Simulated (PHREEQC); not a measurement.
1.6 g of hydrous ferric oxide (600 m²/g; 0.2 weak and 0.005 strong sites per Fe, Dzombak-Morel constants, diffuse double layer) in 1 kg of water with 0.3 mol/kgw of an inert sodium salt, at 25 °C; the pH is set by adding NaOH or the inert anion's acid. Oxygen alone is held at its pressure in air (log pO2 = -0.68). No CO2 enters from the air. No solid was allowed to form.

All values are PHREEQC results (ion-association model, wateq4f.dat), not measurements.

```csv
pH,surface charge σ (C/m²),surface potential ψ (mV)
4,0.349,123
4.67,0.304,116
5.33,0.231,102
6,0.154,83
6.67,0.091,59
7.33,0.044,33
8,0.006,5
8.67,-0.031,-24
9.33,-0.074,-51
10,-0.132,-75
10.67,-0.205,-96
11.33,-0.282,-112
12,-0.339,-120
```

Species that the database lacks are ignored.
